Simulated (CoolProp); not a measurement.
Saturation properties of R1336mzz(E) (Tc = 130.4 °C, pc = 27.79 bar, ω = 0.413).

Model: reference Helmholtz-energy equation of state, Akasaka 2023, in CoolProp.

| T (°C) | p (bar) | liquid density (kg/m³) | enthalpy of vaporisation (kJ/kg) | vapour Z |
|---|---|---|---|---|
| -2.05 | 0.6655 | 1403 | 158.5 | 0.9640 |
| 1.45 | 0.7752 | 1393 | 156.7 | 0.9597 |
| 4.95 | 0.8988 | 1384 | 155.0 | (withheld) |
| 8.45 | 1.037 | 1374 | 153.2 | 0.9502 |
| 11.95 | 1.192 | 1364 | 151.4 | 0.9449 |
| 15.45 | 1.364 | 1354 | 149.6 | 0.9393 |
| 18.95 | 1.556 | 1344 | 147.7 | (withheld) |
| 22.45 | 1.767 | 1333 | (withheld) | 0.9269 |
| 25.95 | 2.000 | (withheld) | 143.9 | 0.9201 |
| 29.45 | 2.256 | 1312 | 142.0 | 0.9129 |
| 32.95 | 2.536 | 1301 | 140.0 | 0.9053 |
| 36.45 | 2.842 | 1289 | 138.0 | 0.8973 |
| 39.95 | 3.176 | 1278 | 135.9 | 0.8888 |
| 43.45 | 3.539 | 1266 | 133.8 | 0.8799 |

Problem. Complete the blanks.

Solution. 
- 4.95, vapour Z: 0.9551
- 18.95, vapour Z: 0.9333
- 22.45, enthalpy of vaporisation (kJ/kg): 145.9
- 25.95, liquid density (kg/m³): 1323

It boils at 7.9 °C under 1 atm.
